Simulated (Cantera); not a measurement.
Input: 1 mol n-butane, 0.6 mol O2, at 648.15 K and 0.350 bar.

These are equilibrium values from Cantera (NASA tables, ideal gas, pure condensed phases), not measurements of a reactor. Candidate condensed phases: C, C6H6, C7H8, C8H18, H2O; 110 gas species. Equilibrium is a limit: real reactors are often held back by kinetics, nucleation or transport.

Base state: CH4 0.463, H2O 0.287, H2 0.221, CO2 0.0280, CO 0.00136 (mole fractions); condensed: C(graphite).

Problem. What changes in the equilibrium state with this change: n-butane replaced by toluene?

Solution. 
```tsv
species	before	after
CH4	0.463	0.418
H2O	0.287	0.329
H2	0.221	0.210
CO2	0.0280	0.0409
CO	0.00136	0.00164
C(graphite), mol	2.28	5.66
```

Problem. What changes in the equilibrium state with this change: O2 from 0.6 to 0.016 mol?

Solution. 
| species | before | after |
|---|---|---|
| CH4 | 0.463 | 0.715 |
| H2 | 0.221 | 0.274 |
| H2O | 0.287 | 0.0109 |
| CO2 | 0.0280 | 2.61e-5 |
| CO | 0.00136 | 4.14e-5 |
| C(graphite), mol | 2.28 | 1.92 |
